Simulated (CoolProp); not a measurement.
o-xylene at 494.04 K and 17.3 MPa flows at 3.7 m/s in a round tube of 6 mm bore and 1.5 µm roughness, fully developed (64/Re and Nu = 3.66 if laminar; Colebrook and Gnielinski if turbulent). Each further row changes one setting.

Computed with CoolProp (reference Helmholtz-energy equation of state, Zhou 2012).

```json
[
 {"case": "as stated", "Reynolds number": "?", "Darcy friction factor": "?", "pressure drop (Pa/m)": "16400", "heat-transfer coefficient (W/(m² K))": "?", "mass flow (kg/h)": "274"},
 {"case": "velocity 7.4 m/s", "Reynolds number": "168000", "Darcy friction factor": "?", "pressure drop (Pa/m)": "59200", "heat-transfer coefficient (W/(m² K))": "?", "mass flow (kg/h)": "548"},
 {"case": "diameter 12 mm", "Reynolds number": "168000", "Darcy friction factor": "?", "pressure drop (Pa/m)": "7080", "heat-transfer coefficient (W/(m² K))": "6530", "mass flow (kg/h)": "?"}
]
```

Problem. Some entries are withheld; supply them.

Solution. 
- as stated, Reynolds number: 83800
- as stated, Darcy friction factor: 0.0198
- as stated, heat-transfer coefficient (W/(m² K)): 7250
- velocity 7.4 m/s, Darcy friction factor: 0.0178
- velocity 7.4 m/s, heat-transfer coefficient (W/(m² K)): 13500
- diameter 12 mm, Darcy friction factor: 0.0171
- diameter 12 mm, mass flow (kg/h): 1100

Viscosity comes from a separate model (Cao 2016). Thermal conductivity comes from a separate model (Mylona 2014).
